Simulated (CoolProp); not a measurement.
Saturated liquid density (kg/m³) of CF4 (R14): the reference equation beside estimates from Tc = 227.4 K, pc = 3762 kPa, ω = 0.178. Rackett uses Z = 0.29056 − 0.08775 ω.

Model: reference Helmholtz-energy equation of state, Platzer 1990, in CoolProp. This equation is an older, rougher fit; its heat capacities, sound speeds and derivatives of the liquid may be far off and weren't checked against measurements.

```tsv
T (K)	reference	Rackett	van der Waals	Soave-Redlich-Kwong
129.7	1683	1757	1101	1651
138.4	1639	1711	1073	1608
147.2	1592	1662	1043	1560
156	1544	1611	1012	1507
164.7	1493	1557	977.9	1450
173.5	1439	1499	941.1	1386
182.3	1381	1437	900.8	1314
191	1318	1369	856.5	1234
199.8	1245	1292	805.7	1141
```

Absolute difference from the reference over all 9 rows, mean and median: Rackett 4.2 and 4.3 %, van der Waals 34.7 and 34.6 %, Soave-Redlich-Kwong 3.8 and 2.9 %.
